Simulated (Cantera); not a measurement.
Mixture: CH3OH : O2 : N2 : CO2 = 1 : 2.63 : 15.3 : 1 (molar parts), at 780000 Pa, adiabatic and at constant pressure. Ignition delay is the time to a rise of 400 K.

Cantera simulation using GRI-Mech 3.0 (53 species, 325 reactions); the numbers are that mechanism's predictions, not measurements. GRI-Mech 3.0 was tuned for natural gas; its chemistry of methanol as a main component is partial and can be far from experiment.

Task: What does this change do: constant volume in place of constant pressure?

Result: 
| quantity | before | after |
|---|---|---|
| delay at 1098 K | 15.0 ms | 14.8 ms |
| delay at 1173 K | 3.65 ms | 3.56 ms |
| delay at 1248 K | 1.08 ms | 1.04 ms |
| delay at 1323 K | 0.379 ms | 0.357 ms |
| delay at 1398 K | 0.155 ms | 0.143 ms |
| delay at 1473 K | 72.8 µs | 64.8 µs |
| apparent activation energy between 1323 and 1473 K | 180 kJ/mol | 180 kJ/mol |
